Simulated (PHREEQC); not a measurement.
1.8 g of hydrous ferric oxide (600 m²/g; 0.2 weak and 0.005 strong sites per Fe, Dzombak-Morel constants, diffuse double layer) in 1 kg of water with 0.05 mol/kgw of an inert sodium salt and 0.00072 mol SrCl2, 2.4e-05 mol BaCl2 and 0.00056 mol CaCl2, at 25 °C; the pH is set by adding NaOH or the inert anion's acid. O2 is buffered at 0.21 atm. No CO2 enters from the air. Precipitation was switched off in this run.

Computed with PHREEQC (ion-association model, wateq4f.dat).

```csv
pH,Sr sorbed (%),Ba sorbed (%),Ca sorbed (%),surface charge σ (C/m²),surface potential ψ (mV)
4,0.0,0.0,0.0,0.298,158
4.38,0.0,0.0,0.0,0.257,150
5.12,0.0,0.0,0.0,0.172,130
5.5,0.0,0.1,0.0,0.133,117
6.25,0.3,0.9,0.3,0.074,89
6.62,1.0,2.8,1.0,0.053,73
7.38,5.4,13.2,5.7,0.023,40
7.75,7.8,17.3,10.3,0.013,23
8.5,20.1,25.2,46.0,-0.004,-7
8.88,37.6,34.9,71.6,-0.010,-18
9.62,80.5,69.9,95.1,-0.023,-40
10,92.8,87.0,98.4,-0.033,-53
```

Complexes and solids missing from the database can't appear.
